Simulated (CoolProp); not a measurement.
Vapour-liquid equilibrium of CH2F2 (R32) (1) + R1234yf (2) at 1.19 MPa; x and y are mole fractions of (1).

The numbers come from the multi-fluid Helmholtz-energy mixture model, Tillner-Roth 1997 and Lemmon 2022; pair parameters Bell 2023 in CoolProp.

Problem. Give the bubble temperature and the first vapour's composition at x = 0.05, 0.65, 0.8. Is there an azeotrope?

Solution. x = 0.05: 315.8 K, y = 0.108; x = 0.65: 290.9 K, y = 0.778; x = 0.8: 288.2 K, y = 0.867. No azeotrope shows between x = 0.05 and 0.95.

The pair parameters rest on a limited set of measurements; away from them the model extrapolates.
